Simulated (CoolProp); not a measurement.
A simple Rankine cycle with n-perfluoropentane: condensing at 322.15 K, boiler at 1.64 MPa, turbine inlet 499 K, turbine efficiency 0.9, pump efficiency 0.6, no recuperator. Each further row changes one setting.

The numbers come from the reference Helmholtz-energy equation of state, Gao 2022 in CoolProp.

| case | thermal efficiency (%) | net work (kJ/kg) | heat in (kJ/kg) | turbine exit temperature (K) | volume ratio over the turbine |
|---|---|---|---|---|---|
| as stated | 9.4 | 23.0 | 245 | 467.4 | 8.94 |
| condensing temperature 314.15 K | 10.3 | 26.1 | 254 | 464.2 | 11.6 |
| boiler pressure 1.15 MPa | 8.0 | 19.9 | 249 | 473.8 | 6.03 |
| turbine efficiency 0.8 | 8.3 | 20.3 | 245 | 470.1 | 8.99 |
